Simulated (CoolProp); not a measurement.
Vapour-liquid equilibrium of CH2F2 (R32) (1) + R142b (2) at 248.8 K; x and y are mole fractions of (1).

Model: multi-fluid Helmholtz-energy mixture model, Tillner-Roth 1997 and Lemmon 2006; pair parameters Bell 2016, in CoolProp.

**Question.** Give the bubble pressure and the first vapour's composition at x = 0.2, 0.65, 0.95. Is there an azeotrope?

**Answer.** x = 0.2: 128.0 kPa, y = 0.660; x = 0.65: 262.0 kPa, y = 0.909; x = 0.95: 330.7 kPa, y = 0.985. No azeotrope shows between x = 0.05 and 0.95.

The pair parameters rest on a limited set of measurements; away from them the model extrapolates.
